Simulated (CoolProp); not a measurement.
A simple Rankine cycle with R21: condensing at 333.15 K, boiler at 4.08 MPa, turbine inlet 438 K, turbine efficiency 0.65, pump efficiency 0.6, no recuperator. Each further row changes one setting.

Computed with CoolProp (reference Helmholtz-energy equation of state, Platzer 1990). This equation is an older, rougher fit; its heat capacities, sound speeds and derivatives of the liquid may be far off and weren't checked against measurements.

```
case                             thermal efficiency (%)  net work (kJ/kg)  heat in (kJ/kg)  turbine exit temperature (K)  volume ratio over the turbine
-------------------------------  ----------------------  ----------------  ---------------  ----------------------------  -----------------------------
as stated                                           ___              23.9              225                         333.2                           9.38
turbine inlet 458 K                                11.3               ___              253                         355.8                            ___
condensing temperature 325.15 K                    11.5               ___              233                         325.2                            ___
boiler pressure 2.86 MPa                           10.1              25.5              253                         360.1                           5.59
turbine efficiency 0.55                             8.7              19.5              225                         333.2                           9.58
```

Question: Fill in the missing entries.

Answer: 
- as stated, thermal efficiency (%): 10.6
- turbine inlet 458 K, net work (kJ/kg): 28.6
- turbine inlet 458 K, volume ratio over the turbine: 8.36
- condensing temperature 325.15 K, net work (kJ/kg): 26.8
- condensing temperature 325.15 K, volume ratio over the turbine: 11.6

The expansion ends wet for: as stated; condensing temperature 325.15 K; turbine efficiency 0.55.
